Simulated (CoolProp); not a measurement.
Properties of octamethyltrisiloxane (MDM) along the isotherm 89.25 °C (Tc = 292.2 °C, pc = 1438 kPa, ω = 0.528).

Values from CoolProp's reference Helmholtz-energy equation of state, Thol 2017.

| p (kPa) | phase | cp (kJ/(kg K)) | cv (kJ/(kg K)) | expansivity (1/kK) |
|---|---|---|---|---|
| 6.82 | gas | 1.575 | 1.538 | 2.849 |
| 10.6 | gas | 1.576 | 1.539 | 2.901 |
| 16.5 | liquid | 1.942 | 1.627 | 1.451 |
| 25.7 | liquid | 1.942 | 1.627 | 1.450 |
| 40.1 | liquid | 1.942 | 1.627 | 1.450 |
| 62.4 | liquid | 1.942 | 1.627 | 1.449 |
| 97.2 | liquid | 1.942 | 1.627 | 1.448 |
| 151 | liquid | 1.941 | 1.627 | 1.446 |
| 236 | liquid | 1.941 | 1.627 | 1.443 |
| 367 | liquid | 1.941 | 1.627 | 1.439 |
| 571 | liquid | 1.940 | 1.627 | 1.433 |
| 889 | liquid | 1.939 | 1.627 | 1.422 |
| 1380 | liquid | 1.938 | 1.627 | 1.407 |
| 2160 | liquid | 1.935 | 1.627 | 1.384 |
